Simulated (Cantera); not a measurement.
Charge: 1 mol Si, 4.6 mol HBr, 0.67 mol H2, at 650 °C and 75.0 Torr.

Equilibrium computed with Cantera from the NASA thermochemical tables; the gas is ideal and each condensed phase is pure. Candidate condensed phases: Br2, Si; 19 gas species. The tables' values for SiBr3 are old estimates; treat these amounts as uncertain. Rates play no part.

Base state: H2 0.623, SiBr4 0.232, HBr 0.143, SiHBr3 0.00206, SiBr3 7.86e-5, SiBr2 1.25e-5 (mole fractions); condensed: gas only.

What changes in the equilibrium state with this change: temperature from 650 °C to 200 °C?


```tsv
species	before	after
H2	0.623	0.625
SiBr4	0.232	0.234
HBr	0.143	0.141
SiBr3	7.86e-5	<1e-9
SiBr2	1.25e-5	<1e-9
SiHBr3	0.00206	2.88e-7
```

What changes in the equilibrium state with this change: temperature from 650 °C to 475 °C?


```csv
species,before,after
H2,0.623,0.625
SiBr4,0.232,0.234
HBr,0.143,0.141
SiBr2,1.25e-5,2.42e-9
SiBr3,7.86e-5,4.14e-7
```
